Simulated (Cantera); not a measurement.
Ignition delay

Mixture: 9.70 % CH4, 17.7 % O2, 66.3 % N2, 6.30 % H2O, at 1.30 bar, adiabatic and at constant volume. Ignition delay is the time to a rise of 400 K.

Model: GRI-Mech 3.0 (53 species, 325 reactions), integrated in Cantera.

| T0 (K) | delay (ms) |
|---|---|
| 1225 | 29.9 |
| 1275 | 15.4 |
| 1325 | 8.19 |
| 1375 | 4.46 |
| 1425 | 2.49 |
| 1475 | 1.43 |
| 1525 | 0.844 |
| 1575 | 0.516 |

```yaml
apparent activation energy between 1475 and 1575 K: 200 kJ/mol
```
